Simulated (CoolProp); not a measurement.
Vapour-liquid equilibrium of R22 (1) + dimethyl ether (2) at 610 kPa; x and y are mole fractions of (1).

The numbers come from the multi-fluid Helmholtz-energy mixture model, Kamei 1995 and Wu 2011; pair parameters Bell 2016 in CoolProp.

**Question.** Give the bubble temperature and the first vapour's composition at x = 0.2, 0.5, 0.95. Is there an azeotrope?

**Answer.** x = 0.2: 300.3 K, y = 0.194; x = 0.5: 297.7 K, y = 0.595; x = 0.95: 281.2 K, y = 0.989. y crosses x between x = 0.2 and 0.35: the model has an azeotrope there.

Pair parameters are fitted to limited data, so mixtures are less certain than the pure fluids.
